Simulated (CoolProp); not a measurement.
Computed with CoolProp (reference Helmholtz-energy equation of state, Span 1996).

Q: Give the vapour pressure (bar), liquid density (kg/m³), liquid conductivity (mW/(m K)) of saturated carbon dioxide at 237.1, 279.7 K.

A: 
```csv
T (K),p (bar),liquid density (kg/m³),liquid conductivity (mW/(m K))
237.1,11.6,1100,152
279.7,41.3,886,101
```

Thermal conductivity comes from a separate model (Huber 2016).
